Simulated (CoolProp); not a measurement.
Vapour-liquid equilibrium of n-hexane (1) + cyclohexane (2) at 83.75 °C; x and y are mole fractions of (1).

Model: multi-fluid Helmholtz-energy mixture model, Thol 2019 and Zhou 2014; pair parameters Bell 2016, in CoolProp.

```csv
x,bubble pressure (bar),y at the bubble point,dew pressure at overall composition x (bar),liquid density (mol/L)
0.05,1.140,0.075,1.130,8.420
0.125,1.185,0.177,1.162,8.285
0.2,1.227,0.270,1.195,8.154
0.275,1.267,0.356,1.229,…
0.35,1.305,0.436,1.264,7.901
0.425,1.341,…,1.300,…
0.5,1.376,…,1.336,7.662
0.575,1.410,0.650,1.373,7.546
0.65,1.443,0.716,1.410,…
0.725,1.475,0.780,1.448,7.323
0.8,…,0.842,1.486,7.216
0.875,1.538,0.902,1.524,7.111
0.95,1.568,0.961,1.562,7.008
```

Problem. Fill in the missing entries.

Solution. 
- 0.275, liquid density (mol/L): 8.026
- 0.425, y at the bubble point: 0.511
- 0.425, liquid density (mol/L): 7.780
- 0.5, y at the bubble point: 0.582
- 0.65, liquid density (mol/L): 7.433
- 0.8, bubble pressure (bar): 1.507

No azeotrope shows between x = 0.05 and 0.95.

The pair parameters rest on a limited set of measurements; away from them the model extrapolates.
